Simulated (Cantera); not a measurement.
## Moist CO burnout

An isothermal, constant-pressure homogeneous reactor starts with 0.198 % CO, 0.743 % O2, 0.0455 % H2O, 99.0 % N2, at 975 K and 675 Torr.

Model: GRI-Mech 3.0 (53 species, 325 reactions), integrated in Cantera.

| t (s) | x CO | x O2 | x H2O | x NO2 | x O |
|---|---|---|---|---|---|
| 9.00e-5 | 0.00198 | 0.00743 | 0.000455 | <1e-12 | <1e-12 |
| 0.000220 | 0.00198 | 0.00743 | 0.000455 | <1e-12 | 1.72e-12 |
| 0.000536 | 0.00198 | 0.00743 | 0.000455 | <1e-12 | 4.18e-12 |
| 0.00131 | 0.00198 | 0.00743 | 0.000455 | <1e-12 | 1.01e-11 |
| 0.00319 | 0.00198 | 0.00743 | 0.000455 | <1e-12 | 2.41e-11 |
| 0.00778 | 0.00198 | 0.00743 | 0.000455 | <1e-12 | 5.62e-11 |
| 0.0190 | 0.00198 | 0.00743 | 0.000455 | <1e-12 | 1.24e-10 |
| 0.0463 | 0.00198 | 0.00743 | 0.000455 | <1e-12 | 2.55e-10 |
| 0.113 | 0.00198 | 0.00743 | 0.000455 | <1e-12 | 5.58e-10 |
| 0.275 | 0.00198 | 0.00743 | 0.000455 | <1e-12 | 2.55e-9 |
| 0.672 | 0.00198 | 0.00742 | 0.000455 | <1e-12 | 6.40e-8 |
| 1.64 | 0.00192 | 0.00740 | 0.000455 | 2.08e-12 | 1.65e-7 |
| 4.00 | 0.00176 | 0.00732 | 0.000454 | 2.65e-11 | 1.71e-7 |
x: mole fraction; the columns are a selection and need not sum to one.

Equilibrium at this temperature and pressure: CO <1e-12, O2 0.00644, H2O 0.000456, NO2 4.96e-8, O 6.14e-12 (gas phase only).
